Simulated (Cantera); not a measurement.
Gas-phase reforming

A perfectly stirred reactor is fed with CH4 : CO2 : H2O = 1 : 3.9 : 0.017 (molar parts), at 510000 Pa; it is held at 1648 K, and followed from long to short residence time.

Computed with Cantera and GRI-Mech 3.0 (53 species, 325 reactions).

```json
[
 {"τ (s)": "5.6", "x CH4": "0.00598", "x CO2": "0.258", "x HO2": "<1e-12", "x C2H": "1.30e-9", "x C2H2": "0.00247"},
 {"τ (s)": "1.6", "x CH4": "0.0114", "x CO2": "0.285", "x HO2": "<1e-12", "x C2H": "4.80e-9", "x C2H2": "0.00865"},
 {"τ (s)": "0.46", "x CH4": "0.0194", "x CO2": "0.337", "x HO2": "<1e-12", "x C2H": "1.32e-8", "x C2H2": "0.0218"},
 {"τ (s)": "0.13", "x CH4": "0.0330", "x CO2": "0.421", "x HO2": "<1e-12", "x C2H": "2.61e-8", "x C2H2": "0.0390"},
 {"τ (s)": "0.037", "x CH4": "0.0615", "x CO2": "0.534", "x HO2": "<1e-12", "x C2H": "3.14e-8", "x C2H2": "0.0466"},
 {"τ (s)": "0.011", "x CH4": "0.111", "x CO2": "0.658", "x HO2": "<1e-12", "x C2H": "2.07e-8", "x C2H2": "0.0329"},
 {"τ (s)": "0.0031", "x CH4": "0.160", "x CO2": "0.749", "x HO2": "<1e-12", "x C2H": "8.72e-9", "x C2H2": "0.0131"},
 {"τ (s)": "0.00087", "x CH4": "0.187", "x CO2": "0.783", "x HO2": "<1e-12", "x C2H": "2.07e-9", "x C2H2": "0.00254"}
]
```
x: mole fraction; the columns are a selection and need not sum to one.
